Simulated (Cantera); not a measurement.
Mixture: 6.54 % CH3OH, 19.6 % O2, 73.9 % N2, at 8250 Torr, adiabatic and at constant pressure. Ignition delay is the time to a rise of 400 K.

Cantera simulation using GRI-Mech 3.0 (53 species, 325 reactions); the numbers are that mechanism's predictions, not measurements. GRI-Mech 3.0 was tuned for natural gas; its chemistry of methanol as a main component is partial and can be far from experiment.

Problem. Predict: delay at 1175 K; delay at 1225 K; delay at 1275 K; delay at 1325 K; delay at 1375 K; delay at 1425 K; delay at 1475 K; apparent activation energy between 1375 and 1475 K.

Solution. 
```json
{
 "delay at 1175 K": "2.50 ms",
 "delay at 1225 K": "1.08 ms",
 "delay at 1275 K": "0.505 ms",
 "delay at 1325 K": "0.253 ms",
 "delay at 1375 K": "0.136 ms",
 "delay at 1425 K": "77.2 µs",
 "delay at 1475 K": "46.5 µs",
 "apparent activation energy between 1375 and 1475 K": "180 kJ/mol"
}
```
